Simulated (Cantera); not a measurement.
## Thermodynamics of silicon etching in halogen gases, feed Si + HF

Input: 1 mol Si, 3.8 mol HF.

Cantera equilibrium calculation (NASA polynomials, part measured and part estimated; ideal gas, pure solids and liquids). Candidate condensed phases: Si; 25 gas species. The tables' values for SiF2, SiF3 are old estimates. Kinetics and transport are ignored.

**Question.** Map the stable condensed phases over T = 750, 800, 850, 900, 950, 1000, 1050, 1100, 1150, 1200, 1250 °C and P in Pa = 1, 3.2, 10, 32, 100, 320, 1000, 3200, 10000, 32000, 100000.

**Answer.** 
```
T in °C \ P in Pa
              1    3.2     10     32    100    320   1000   3200  10000  32000 100000
   1250       A      A      A      A      A      A      A      A      A      A      A
   1200       A      A      A      A      A      A      A      A      A      A      A
   1150       A      A      A      A      A      A      A      A      B      B      B
   1100       A      A      A      A      A      A      B      B      B      B      B
   1050       A      A      A      A      A      B      B      B      B      B      B
   1000       A      A      A      B      B      B      B      B      B      B      B
    950       A      B      B      B      B      B      B      B      B      B      B
    900       B      B      B      B      B      B      B      B      B      B      B
    850       B      B      B      B      B      B      B      B      B      B      B
    800       B      B      B      B      B      B      B      B      B      B      B
    750       B      B      B      B      B      B      B      B      B      B      B
```
A: gas only; B: Si.
